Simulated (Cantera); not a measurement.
Charge: 1 mol PbO, 7.1 mol H2, held at 3.20 bar.

These are equilibrium values from Cantera (NASA tables, ideal gas, pure condensed phases), not measurements of a reactor. Candidate condensed phases: H2O, Pb, PbO, PbO2, Pb3O4; 12 gas species. The numbers say what is thermodynamically allowed, not how fast it happens.

Problem. Which condensed phases are stable at each of these points (T (K)): 598, 673, 748, 823, 898, 973, 1048, 1123, 1198, 1273, 1348, 1423, 1498, 1573?

Solution. 
```tsv
T (K)	condensed phases	Pb condensed (%)
598	Pb(s)	100.0
673	Pb(l)	100.0
748	Pb(l)	100.0
823	Pb(l)	100.0
898	Pb(l)	100.0
973	Pb(l)	100.0
1048	Pb(l)	100.0
1123	Pb(l)	100.0
1198	Pb(l)	99.9
1273	Pb(l)	99.6
1348	Pb(l)	98.9
1423	Pb(l)	97.5
1498	Pb(l)	94.6
1573	Pb(l)	89.2
```

At 598 K the condensed part is Pb(s). From 673 K to 1573 K the condensed part is Pb(l).
